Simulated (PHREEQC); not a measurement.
## Reverse-osmosis permeate: speciation

A made-up water analysis in mg/L, 25 °C, pH 6.19, pe 0.5: Na 3.26; K 1.09; Ca 3.33; Mg 6.71; Cl 17.1; S(6) as SO4 3.31; Alkalinity as HCO3 21.8; Mn(2) 0.183; Fe(2) 1.14; Li 0.0778.

Na is adjusted to close the charge balance.
Valence states are taken as typed.

The numbers come from PHREEQC with the ion-association model, wateq4f.dat.

Each row changes one thing in this solution. No solid was allowed to form.

```
case                                               CO2 (mol/kgw)  HCO3- (mol/kgw)  SO4-2 (mol/kgw)  Fe+2 (mol/kgw)  Mn+2 (mol/kgw)  MgSO4 (mol/kgw)  SI of Siderite (FeCO3)  SI of Rhodochrosite (MnCO3)
-------------------------------------------------  -------------  ---------------  ---------------  --------------  --------------  ---------------  ----------------------  ---------------------------
as made                                                 0.000496         0.000356          3.24e-5         1.97e-5         3.22e-6          1.51e-6                   -1.49                        -2.04
Mn(2) from 0.183 to 0.0915 mg/L                         0.000496         0.000356          3.25e-5         1.97e-5               …          1.51e-6                   -1.49                        -2.34
pH from 6.19 to 7.19 at the same alkalinity                    …         0.000354          3.25e-5         1.96e-5               …          1.51e-6                   -0.50                        -1.04
all concentrations times 2 at the same typed pH         0.000972         0.000708          6.21e-5         3.83e-5         6.26e-6          5.08e-6                       …                        -1.48
temperature from 25 to 30 °C at the same typed pH       0.000469         0.000356          3.22e-5         1.97e-5         3.22e-6          1.70e-6                       …                        -1.98
```

Q: What belongs in the gaps?

A: 
- Mn(2) from 0.183 to 0.0915 mg/L, Mn+2 (mol/kgw): 1.61e-6
- pH from 6.19 to 7.19 at the same alkalinity, CO2 (mol/kgw): 4.94e-5
- pH from 6.19 to 7.19 at the same alkalinity, Mn+2 (mol/kgw): 3.17e-6
- all concentrations times 2 at the same typed pH, SI of Siderite (FeCO3): -0.93
- temperature from 25 to 30 °C at the same typed pH, SI of Siderite (FeCO3): -1.42
